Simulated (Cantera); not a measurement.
An isothermal plug-flow reactor at 1250 K and 100000 Pa (inlet), inlet velocity 0.47 m/s, active area per volume 140 1/m; feed CH4 : O2 : N2 : H2O = 0.0042 : 0.037 : 0.79 : 0.07 (molar parts), equivalence ratio 0.23.

Model: Deutschmann's 1995 Pt surface mechanism with GRI-Mech 3.0 gas chemistry, integrated in Cantera. Catalytic surfaces can have several steady states; this one follows from the mechanism file's or the stated starting coverage. Mass transfer to the wall is taken as infinitely fast.

```json
[
 {"quantity": "x(CH4) at z = 0.014 m", "before": "2.32e-5", "after": "1.41e-5"},
 {"quantity": "x(O2) at z = 0.014 m", "before": "0.0320", "after": "0.0319"},
 {"quantity": "x(H2O) at z = 0.014 m", "before": "0.0868", "after": "0.0869"},
 {"quantity": "x(CO2) at z = 0.014 m", "before": "0.00446", "after": "0.00456"},
 {"quantity": "x(CO) at z = 0.014 m", "before": "7.31e-7", "after": "5.38e-7"},
 {"quantity": "θ(free Pt) at the exit", "before": "0.554", "after": "0.503"},
 {"quantity": "θ(O*) at the exit", "before": "0.443", "after": "0.492"},
 {"quantity": "θ(OH*) at the exit", "before": "0.00323", "after": "0.00460"}
]
```

Problem. What was changed between the two runs?
A. area per volume 140 to 35 1/m
B. inlet velocity 0.47 to 1.6 m/s
C. pressure from 100000 Pa to 200000 Pa
D. CH4 0.0042 to 0.0017 parts

Solution. C, pressure from 100000 Pa to 200000 Pa
